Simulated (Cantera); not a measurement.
A perfectly stirred reactor is fed with 32.3 % H₂, 32.3 % O₂, 35.5 % N₂, equivalence ratio 0.50, at 100.0 Torr; it is held at 1225 K, and followed from long to short residence time.

Cantera simulation using the H2/O2 subset of GRI-Mech 3.0, which has no nitrogen chemistry; the numbers are that mechanism's predictions, not measurements. The temperature is held fixed by assumption; the heat of reaction is taken as removed at once.

x: mole fraction; the columns are a selection and need not sum to one.

```
τ (s)       x H₂   x O₂  x H₂O  x O      x OH
------  --------  -----  -----  ---  --------
3.6     0.000142  0.192  0.384  ___  0.000404
1.8     0.000225  0.192  0.384  ___  0.000509
0.88    0.000362  0.192  0.384  ___  0.000647
0.44    0.000573  0.192  0.383  ___  0.000816
0.22    0.000902  0.192  0.383  ___   0.00103
0.11     0.00141  0.192  0.382  ___   0.00130
0.053    0.00225  0.192  0.380  ___   0.00168
0.026    0.00353  0.192  0.378  ___   0.00215
0.013    0.00540  0.192  0.375  ___   0.00274
0.0065   0.00821  0.193  0.369  ___   0.00349
```

Question: Fill in the missing entries.

Answer: 
- 3.6, x O: 5.16e-5
- 1.8, x O: 8.31e-5
- 0.88, x O: 0.000136
- 0.44, x O: 0.000218
- 0.22, x O: 0.000350
- 0.11, x O: 0.000559
- 0.053, x O: 0.000911
- 0.026, x O: 0.00146
- 0.013, x O: 0.00228
- 0.0065, x O: 0.00354
